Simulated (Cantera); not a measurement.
Carbon deposition, reforming and gasification: C2H4 + NH3 + N2 + H2O

Charge: 1 mol C2H4, 1.1 mol NH3, 5.8 mol N2, 0.032 mol H2O, equilibrated at 37.0 Pa.

Cantera equilibrium calculation (NASA polynomials, part measured and part estimated; ideal gas, pure solids and liquids). Candidate condensed phases: C, C6H6, C7H8, C8H18, H2O; 136 gas species. The numbers say what is thermodynamically allowed, not how fast it happens.

From 1675 K to 2575 K the condensed part is C(graphite). At 2725 K nothing is condensed. The main C-bearing gas is CO at 1675 K and C3 at 2725 K. The share of C in condensed phases is highest at 1675 K (97.6 %) and lowest at 2725 K (0.0 %).

| T (K) | x N2 | x H | x H2 | x C3 | x CN | x HCN | n C(graphite) |
|---|---|---|---|---|---|---|---|
| 1675 | 0.629 | 0.00363 | 0.363 | 5.07e-12 | 1.45e-7 | 0.00152 | 1.95 |
| 1825 | 0.625 | 0.0136 | 0.355 | 6.58e-10 | 1.89e-6 | 0.00326 | 1.93 |
| 1975 | 0.615 | 0.0411 | 0.334 | 4.01e-8 | 1.65e-5 | 0.00605 | 1.90 |
| 2125 | 0.594 | 0.102 | 0.291 | 1.35e-6 | 0.000105 | 0.00973 | 1.85 |
| 2275 | 0.558 | 0.206 | 0.217 | 2.83e-5 | 0.000512 | 0.0133 | 1.78 |
| 2425 | 0.515 | 0.333 | 0.128 | 0.000403 | 0.00202 | 0.0150 | 1.70 |
| 2575 | 0.477 | 0.433 | 0.0578 | 0.00417 | 0.00677 | 0.0141 | 1.45 |
| 2725 | 0.436 | 0.467 | 0.0207 | 0.0300 | 0.0190 | 0.0109 | 0 |
x: gas mole fraction; n: condensed amount in mol.
